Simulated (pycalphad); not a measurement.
CALPHAD calculation (pycalphad, COST 507 light-alloy database (1999)), 1 atm. These are 1990s assessments: newer ones move some temperatures and phases. Not assessed as a whole: an extrapolation from subsystems, which can miss ternary compounds. Phase fractions are per mole of atoms.

Task: Give the equilibrium state of Al-3.669Sn-4.825Si (wt.%) at 650 K.

Result: fcc, fraction 0.945, with 0.18 Sn, 0.19 Si wt.%; diamond (Si), fraction 0.046, with <0.01 Sn, >99.99 Si wt.%; liquid, fraction 0.009, with 97.7 Sn, <0.01 Si wt.%.

Task: Give the equilibrium state of Al-3.669Sn-4.825Si (wt.%) at 500 K.

Result: 
```
T = 500.00 K, P = 101325 Pa, N = 1 mol of atoms
G = -15442 J/mol, H = 5173 J/mol, S = 41.23 J/(mol K)  (SER reference)
chemical potentials (J/mol): Al -15579, Sn -27220, Si -10615
phase             fraction      x(Al)      x(Sn)      x(Si)
FCC_A1              0.9437     0.9998   3.71e-05   0.000131
DIAMOND_A4          0.0477   1.22e-11   1.87e-07     1.0000
BCT_A5              0.0086     0.0098     0.9902       none
```

FCC_A1 is fcc; DIAMOND_A4 is diamond (Si); BCT_A5 is bct (Sn). An entry "none" or "no" means that the model of the phase leaves that element out.
